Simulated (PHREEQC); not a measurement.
**Polishing slurry liquid: an equilibrium model**

A solution holds 0.023 mol/kgw HNO3, 0.00064 mol/kgw Fe(NO3)3 and 0.21 mol/kgw H3BO3, at 25 °C. Closed to the air; pH follows from the charge balance.

The numbers come from PHREEQC with the ion-association model, phreeqc.dat.

Precipitation was switched off in this run.

### Question
What pH does the model give?

### Answer
pH 1.69.

### Question
In which forms is Fe present?

### Answer
Fe+3 84 %, FeOH+2 15 % of the Fe.

Saturation is exceeded, for instance for Hematite (slow to form), Goethite (slow to form); the values hold only as long as no solid forms. Complexes and solids missing from the database can't appear.
